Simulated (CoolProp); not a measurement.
The fluid at 293.15 K and 0.0441 MPa flows at 0.76 m/s in a round tube of 10 mm bore and 0.25 µm roughness, fully developed (64/Re and Nu = 3.66 if laminar; Colebrook and Gnielinski if turbulent). The same conditions are run with several fluids, on thermodynamics alone (safety and materials aside).

Values from CoolProp's reference Helmholtz-energy equation of state of each fluid (R11: Jacobsen 1992; propane: Lemmon 2009; ethane: Bücker 2006; isobutane: Bücker 2006; R227EA: Lemmon 2016).

```csv
fluid,Reynolds number,Darcy friction factor,pressure drop (Pa/m),heat-transfer coefficient (W/(m² K)),mass flow (kg/h)
R11,1910,0.0335,2.44,3.01,0.543
propane,762,0.0840,1.95,6.50,0.173
ethane,451,0.142,2.24,7.43,0.117
isobutane,1100,0.0584,1.80,6.00,0.229
R227EA,2080,0.0308,2.77,4.74,0.669
```

Transport values come from each fluid's own correlations; those of R11, R227EA are estimates that may be off by 10 % or more.
